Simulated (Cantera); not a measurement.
Charge: 1 mol AlCl3, 27 mol H2O, 99 mol N2, 0.44 mol NH3, at 2148.15 K and 0.0120 bar.

Method: chemical equilibrium by Gibbs-energy minimisation in Cantera with the NASA 1993 tables (ideal gas, pure condensed phases). Candidate condensed phases: Al, AlCl3, AlN, Al2O3, H2O, NH4Cl; 45 gas species. Rates play no part.

Base state: N2 0.761, H2O 0.177, H2 0.0195, HCl 0.0192, OH 0.00623, H 0.00532, O2 0.00462, Cl 0.00383 (mole fractions); condensed: Al2O3(s).

Question: What changes in the equilibrium state with this change: temperature from 2148.15 K to 1173.15 K?

Answer: 
```tsv
species	before	after
N2	0.761	0.773
H2O	0.177	0.199
HCl	0.0192	0.0234
H2	0.0195	0.00514
O2	0.00462	<1e-9
NO	0.00163	<1e-9
O	0.00120	<1e-9
Al2O3(s), mol	0.499	0.500
```

Question: What changes in the equilibrium state with this change: H2O from 27 to 0.58 mol?

Answer: 
```
species         before     after
-------------  -------  --------
N2               0.761     0.966
HCl             0.0192    0.0152
Cl             0.00383   0.00739
H2O              0.177   8.39e-5
H2              0.0195   0.00329
AlCl           4.25e-7   0.00552
O2             0.00462   3.63e-8
AlCl3            <1e-9   4.11e-5
AlCl2          1.57e-8  0.000393
Al2O3(s), mol    0.499     0.183
```
The tables' values for AlCl2 are old estimates; treat these amounts as uncertain.
